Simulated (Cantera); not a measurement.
An adiabatic, constant-volume homogeneous reactor starts with CH₄ : C₂H₆ : C₃H₈ : O₂ : N₂ = 1 : 0.06 : 0.23 : 9.08 : 64.5 (molar parts), equivalence ratio 0.37, at 1800 K and 2.17 atm. Integrator tolerance rtol = 1e-08.

Detailed kinetics in Cantera: GRI-Mech 3.0 (53 species, 325 reactions). GRI-Mech 3.0 was tuned for natural gas; its chemistry of propane as a main component is partial and can be far from experiment.

Task: What does this change do: C3H8 0.23 to 0.12 parts?

Result: 
```
quantity                                                            before                                    after
---------------------------------  ---------------------------------------  ---------------------------------------
time of steepest temperature rise                                  12.7 µs                                  15.2 µs
temperature at 4.00 s                                               2356 K                                   2274 K
equilibrium temperature                                             2356 K                                   2274 K
x(CH₄) at 4.00 s                     <1e-12 (gas-phase equilibrium <1e-12)    <1e-12 (gas-phase equilibrium <1e-12)
x(C₂H₆) at 4.00 s                    <1e-12 (gas-phase equilibrium <1e-12)    <1e-12 (gas-phase equilibrium <1e-12)
x(C₃H₈) at 4.00 s                    <1e-12 (gas-phase equilibrium <1e-12)    <1e-12 (gas-phase equilibrium <1e-12)
x(NO) at 4.00 s                      0.0106 (gas-phase equilibrium 0.0106)  0.00948 (gas-phase equilibrium 0.00948)
x(C₂H₄) at 4.00 s                    <1e-12 (gas-phase equilibrium <1e-12)    <1e-12 (gas-phase equilibrium <1e-12)
x(HCN) at 4.00 s                     <1e-12 (gas-phase equilibrium <1e-12)    <1e-12 (gas-phase equilibrium <1e-12)
x(NO₂) at 4.00 s                   1.08e-5 (gas-phase equilibrium 1.08e-5)  1.11e-5 (gas-phase equilibrium 1.11e-5)
```

Task: What does this change do: pressure from 2.17 atm to 9.87 atm?

Result: 
```csv
quantity,before,after
time of steepest temperature rise,12.7 µs,4.55 µs
temperature at 4.00 s,2356 K,2369 K
equilibrium temperature,2356 K,2369 K
x(CH₄) at 4.00 s,<1e-12 (gas-phase equilibrium <1e-12),<1e-12 (gas-phase equilibrium <1e-12)
x(C₂H₆) at 4.00 s,<1e-12 (gas-phase equilibrium <1e-12),<1e-12 (gas-phase equilibrium <1e-12)
x(C₃H₈) at 4.00 s,<1e-12 (gas-phase equilibrium <1e-12),<1e-12 (gas-phase equilibrium <1e-12)
x(NO) at 4.00 s,0.0106 (gas-phase equilibrium 0.0106),0.0109 (gas-phase equilibrium 0.0109)
x(C₂H₄) at 4.00 s,<1e-12 (gas-phase equilibrium <1e-12),<1e-12 (gas-phase equilibrium <1e-12)
x(HCN) at 4.00 s,<1e-12 (gas-phase equilibrium <1e-12),<1e-12 (gas-phase equilibrium <1e-12)
x(NO₂) at 4.00 s,1.08e-5 (gas-phase equilibrium 1.08e-5),2.34e-5 (gas-phase equilibrium 2.34e-5)
```
